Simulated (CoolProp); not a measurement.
Vapour-liquid equilibrium of C2F6 (R116) (1) + R134a (2) at -65.75 °C; x and y are mole fractions of (1).

The numbers come from the multi-fluid Helmholtz-energy mixture model, Lemmon 2006 and Tillner-Roth 1994; pair parameters Bell 2016 in CoolProp.

Problem. Give the bubble pressure and the first vapour's composition at x = 0.15, 0.25, 0.75. Is there an azeotrope?

Solution. x = 0.15: 0.1165 MPa, y = 0.913; x = 0.25: 0.1449 MPa, y = 0.933; x = 0.75: 0.1669 MPa, y = 0.949. No azeotrope shows between x = 0.05 and 0.95.

The pair parameters rest on a limited set of measurements; away from them the model extrapolates. With so large a gap from Raoult's law the liquid may split in two, which this calculation doesn't test in full.
